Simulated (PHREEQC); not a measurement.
Make-up at 25 °C: 1.3 mmol/kgw Ag2SO4, 18 mmol/kgw NaNO3 and 40 mmol/kgw Zn(NO3)2. Closed to the air; pH follows from the charge balance.

Computed with PHREEQC (ion-association model, wateq4f.dat).

| quantity | before | after |
|---|---|---|
| pH | 5.39 | 5.65 |
| ZnSO4 (mol/kgw) | 0.000658 | 9.12e-5 |
| SO4-2 (mol/kgw) | 0.000607 | 0.000166 |
| AgNO3 (mol/kgw) | 6.80e-5 | 3.71e-6 |
| NaSO4- (mol/kgw) | 1.81e-5 | 1.61e-6 |
| SI of Zincite(c) (ZnO) | -2.20 | -2.19 |
| SI of Zn(OH)2-e (Zn(OH)2) | -2.56 | -2.55 |

### Question
Name the change that produced these shifts.
A. NaNO3 replaced by NaOH at the same molality
B. NaNO3 from 0.018 to 0.036 mol/kgw
C. diluted 5-fold with water
D. 0.00088 mol/kgw NaCl added

### Answer
C, diluted 5-fold with water

Precipitation was switched off in this run.
